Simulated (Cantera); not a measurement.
# Reactions in the system H-N-Zr

Standard-state values (1 bar) from the NASA 1993 polynomials, evaluated with Cantera. Values are per mole of reaction as written; species without (g) are pure solids or liquids, kept so even where they would boil at 1 bar. ZrN: taken at fixed stoichiometry.

2 ZrN + 3 H2(g) → 2 NH3(g) + 2 Zr

| T (K) | ΔH° (kJ) | ΔS° (J/K) | ΔG° (kJ) | log10 K |
|---|---|---|---|---|
| 2473 | 644.4 | -40.9 | 745.7 | -15.75 |
| 2573 | 644.5 | -40.9 | 749.8 | -15.22 |
| 2673 | 644.5 | -40.9 | 753.9 | -14.73 |
| 2773 | 644.4 | -41.0 | 758.0 | -14.28 |
| 2873 | 644.1 | -41.0 | 762.1 | -13.86 |
| 2973 | 643.8 | -41.2 | 766.2 | -13.46 |
